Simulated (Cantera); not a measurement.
Charge: 1 mol SiHCl3, a varied amount of H2, equilibrated at 100000 Pa.

Points: T (K) = 998, 1048, 1098, 1148, 1198, 1248, 1298, 1348, 1398, 1448, 1498, 1548, 1598, 1648; n(H2) (mol) = 1.3, 1.5, 1.8, 2.1, 2.4, 2.8, 3.3, 3.8, 4.5, 5.2, 6.1, 7.1.

Cantera's Mixture.equilibrate('TP', solver="vcs", rtol=1e-11, max_steps=5000) on the NASA tables stopped like this:

```
ERROR: FAILURE its = 5001!

*******************************************************************************
CanteraError thrown by MultiPhase::equilibrate:
VCS solver failed. Return code: -1
*******************************************************************************
```

Q: What got this run through?

A: One answer among several that fit: The failure is numerical, not chemical. The same input converged with solver="gibbs", rtol=1e-10, max_steps=50000, and the result passed a check of the equilibrium conditions:
```
    998        1.3  Si(cr)
    998        1.5  Si(cr)
    998        1.8  Si(cr)
    998        2.1  Si(cr)
    998        2.4  Si(cr)
    998        2.8  Si(cr)
    998        3.3  Si(cr)
    998        3.8  Si(cr)
    998        4.5  Si(cr)
    998        5.2  Si(cr)
    998        6.1  Si(cr)
    998        7.1  Si(cr)
   1048        1.3  Si(cr)
   1048        1.5  Si(cr)
   1048        1.8  Si(cr)
   1048        2.1  Si(cr)
   1048        2.4  Si(cr)
   1048        2.8  Si(cr)
   1048        3.3  Si(cr)
   1048        3.8  Si(cr)
   1048        4.5  Si(cr)
   1048        5.2  Si(cr)
   1048        6.1  Si(cr)
   1048        7.1  Si(cr)
   1098        1.3  Si(cr)
   1098        1.5  Si(cr)
   1098        1.8  Si(cr)
   1098        2.1  Si(cr)
   1098        2.4  Si(cr)
   1098        2.8  Si(cr)
   1098        3.3  Si(cr)
   1098        3.8  Si(cr)
   1098        4.5  Si(cr)
   1098        5.2  Si(cr)
   1098        6.1  Si(cr)
   1098        7.1  Si(cr)
   1148        1.3  Si(cr)
   1148        1.5  Si(cr)
   1148        1.8  Si(cr)
   1148        2.1  Si(cr)
   1148        2.4  Si(cr)
   1148        2.8  Si(cr)
   1148        3.3  Si(cr)
   1148        3.8  Si(cr)
   1148        4.5  Si(cr)
   1148        5.2  Si(cr)
   1148        6.1  Si(cr)
   1148        7.1  Si(cr)
   1198        1.3  Si(cr)
   1198        1.5  Si(cr)
   1198        1.8  Si(cr)
   1198        2.1  Si(cr)
   1198        2.4  Si(cr)
   1198        2.8  Si(cr)
   1198        3.3  Si(cr)
   1198        3.8  Si(cr)
   1198        4.5  Si(cr)
   1198        5.2  Si(cr)
   1198        6.1  Si(cr)
   1198        7.1  Si(cr)
   1248        1.3  Si(cr)
   1248        1.5  Si(cr)
   1248        1.8  Si(cr)
   1248        2.1  Si(cr)
   1248        2.4  Si(cr)
   1248        2.8  Si(cr)
   1248        3.3  Si(cr)
   1248        3.8  Si(cr)
   1248        4.5  Si(cr)
   1248        5.2  Si(cr)
   1248        6.1  Si(cr)
   1248        7.1  Si(cr)
   1298        1.3  Si(cr)
   1298        1.5  Si(cr)
   1298        1.8  Si(cr)
   1298        2.1  Si(cr)
   1298        2.4  Si(cr)
   1298        2.8  Si(cr)
   1298        3.3  Si(cr)
   1298        3.8  Si(cr)
   1298        4.5  Si(cr)
   1298        5.2  Si(cr)
   1298        6.1  Si(cr)
   1298        7.1  Si(cr)
   1348        1.3  Si(cr)
   1348        1.5  Si(cr)
   1348        1.8  Si(cr)
   1348        2.1  Si(cr)
   1348        2.4  Si(cr)
   1348        2.8  Si(cr)
   1348        3.3  Si(cr)
   1348        3.8  Si(cr)
   1348        4.5  Si(cr)
   1348        5.2  Si(cr)
   1348        6.1  Si(cr)
   1348        7.1  Si(cr)
   1398        1.3  Si(cr)
   1398        1.5  Si(cr)
   1398        1.8  Si(cr)
   1398        2.1  Si(cr)
   1398        2.4  Si(cr)
   1398        2.8  Si(cr)
   1398        3.3  Si(cr)
   1398        3.8  Si(cr)
   1398        4.5  Si(cr)
   1398        5.2  Si(cr)
   1398        6.1  Si(cr)
   1398        7.1  Si(cr)
   1448        1.3  Si(cr)
   1448        1.5  Si(cr)
   1448        1.8  Si(cr)
   1448        2.1  Si(cr)
   1448        2.4  Si(cr)
   1448        2.8  Si(cr)
   1448        3.3  Si(cr)
   1448        3.8  Si(cr)
   1448        4.5  Si(cr)
   1448        5.2  Si(cr)
   1448        6.1  Si(cr)
   1448        7.1  Si(cr)
   1498        1.3  Si(cr)
   1498        1.5  Si(cr)
   1498        1.8  Si(cr)
   1498        2.1  Si(cr)
   1498        2.4  Si(cr)
   1498        2.8  Si(cr)
   1498        3.3  Si(cr)
   1498        3.8  Si(cr)
   1498        4.5  Si(cr)
   1498        5.2  Si(cr)
   1498        6.1  Si(cr)
   1498        7.1  Si(cr)
   1548        1.3  Si(cr)
   1548        1.5  Si(cr)
   1548        1.8  Si(cr)
   1548        2.1  Si(cr)
   1548        2.4  Si(cr)
   1548        2.8  Si(cr)
   1548        3.3  Si(cr)
   1548        3.8  Si(cr)
   1548        4.5  Si(cr)
   1548        5.2  Si(cr)
   1548        6.1  Si(cr)
   1548        7.1  Si(cr)
   1598        1.3  Si(cr)
   1598        1.5  Si(cr)
   1598        1.8  Si(cr)
   1598        2.1  Si(cr)
   1598        2.4  Si(cr)
   1598        2.8  Si(cr)
   1598        3.3  Si(cr)
   1598        3.8  Si(cr)
   1598        4.5  Si(cr)
   1598        5.2  Si(cr)
   1598        6.1  Si(cr)
   1598        7.1  Si(cr)
   1648        1.3  gas only
   1648        1.5  gas only
   1648        1.8  Si(cr)
   1648        2.1  Si(cr)
   1648        2.4  Si(cr)
   1648        2.8  Si(cr)
   1648        3.3  Si(cr)
   1648        3.8  Si(cr)
   1648        4.5  Si(cr)
   1648        5.2  Si(cr)
   1648        6.1  Si(cr)
   1648        7.1  Si(cr)
```

The gas is ideal and each condensed phase is pure. The tables' values for SiCl3 are old estimates.
